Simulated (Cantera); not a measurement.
**Hydrogen reduction and annealing atmospheres: V₂O₃ + H₂**

Input: 1 mol V₂O₃, 6 mol H₂, held at 28.0 Pa.

Cantera equilibrium calculation (NASA polynomials, part measured and part estimated; ideal gas, pure solids and liquids). Candidate condensed phases: H₂O, V, VO, V₂O₃, V₂O₄, V₂O₅; 12 gas species. Mutual solubility and eutectic melting of coexisting phases are not modelled. VO: taken at fixed stoichiometry. Condensed phases not in the tables: the oxides between V₂O₃ and V₂O₅ other than VO₂. The numbers say what is thermodynamically allowed, not how fast it happens.

```json
[
 {"T (°C)": "900", "x H₂": "1.000", "x H": "7.04e-6", "x VO₂": "9.43e-12", "x VO": "1.17e-12", "x H₂O": "0.000354", "x V": "<1e-12", "x OH": "1.72e-11", "x O": "<1e-12", "n VO(s)": "0.00425", "n V₂O₃(s)": "0.998", "n VO(l)": "0"},
 {"T (°C)": "1000", "x H₂": "0.999", "x H": "4.26e-5", "x VO₂": "6.99e-10", "x VO": "9.01e-11", "x H₂O": "0.000822", "x V": "<1e-12", "x OH": "4.04e-10", "x O": "<1e-12", "n VO(s)": "0.00986", "n V₂O₃(s)": "0.995", "n VO(l)": "0"},
 {"T (°C)": "1100", "x H₂": "0.998", "x H": "0.000199", "x VO₂": "2.72e-8", "x VO": "3.63e-9", "x H₂O": "0.00168", "x V": "1.57e-11", "x OH": "5.99e-9", "x O": "1.10e-12", "n VO(s)": "0.0202", "n V₂O₃(s)": "0.990", "n VO(l)": "0"},
 {"T (°C)": "1200", "x H₂": "0.996", "x H": "0.000755", "x VO₂": "6.35e-7", "x VO": "8.69e-8", "x H₂O": "0.00312", "x V": "4.79e-10", "x OH": "6.15e-8", "x O": "4.09e-11", "n VO(s)": "0.0375", "n V₂O₃(s)": "0.981", "n VO(l)": "0"},
 {"T (°C)": "1300", "x H₂": "0.992", "x H": "0.00242", "x VO₂": "9.79e-6", "x VO": "1.37e-6", "x H₂O": "0.00533", "x V": "9.36e-9", "x OH": "4.70e-7", "x O": "9.63e-10", "n VO(s)": "0.0641", "n V₂O₃(s)": "0.968", "n VO(l)": "0"},
 {"T (°C)": "1400", "x H₂": "0.985", "x H": "0.00675", "x VO₂": "0.000107", "x VO": "1.53e-5", "x H₂O": "0.00851", "x V": "1.26e-7", "x OH": "2.81e-6", "x O": "1.56e-8", "n VO(s)": "0.103", "n V₂O₃(s)": "0.948", "n VO(l)": "0"},
 {"T (°C)": "1500", "x H₂": "0.969", "x H": "0.0167", "x VO₂": "0.000887", "x VO": "0.000128", "x H₂O": "0.0128", "x V": "1.26e-6", "x OH": "1.37e-5", "x O": "1.84e-7", "n VO(s)": "0.159", "n V₂O₃(s)": "0.917", "n VO(l)": "0"},
 {"T (°C)": "1600", "x H₂": "0.938", "x H": "0.0374", "x VO₂": "0.00579", "x VO": "0.000843", "x H₂O": "0.0180", "x V": "9.67e-6", "x OH": "5.56e-5", "x O": "1.68e-6", "n VO(s)": "0.252", "n V₂O₃(s)": "0.853", "n VO(l)": "0"},
 {"T (°C)": "1700", "x H₂": "0.866", "x H": "0.0750", "x VO₂": "0.0309", "x VO": "0.00454", "x H₂O": "0.0233", "x V": "5.99e-5", "x OH": "0.000191", "x O": "1.22e-5", "n VO(s)": "0.473", "n V₂O₃(s)": "0.649", "n VO(l)": "0"},
 {"T (°C)": "1800", "x H₂": "0.713", "x H": "0.133", "x VO₂": "0.112", "x VO": "0.0202", "x H₂O": "0.0213", "x V": "0.000370", "x OH": "0.000451", "x O": "6.03e-5", "n VO(s)": "0", "n V₂O₃(s)": "0", "n VO(l)": "1.01"},
 {"T (°C)": "1900", "x H₂": "0.585", "x H": "0.221", "x VO₂": "0.114", "x VO": "0.0684", "x H₂O": "0.00700", "x V": "0.00463", "x OH": "0.000354", "x O": "9.35e-5", "n VO(s)": "0", "n V₂O₃(s)": "0", "n VO(l)": "0.400"}
]
```
x: gas mole fraction; n: condensed amount in mol.

From 900 °C to 1700 °C the condensed part is VO(s) + V₂O₃(s). From 1800 °C to 1900 °C the condensed part is VO(l).
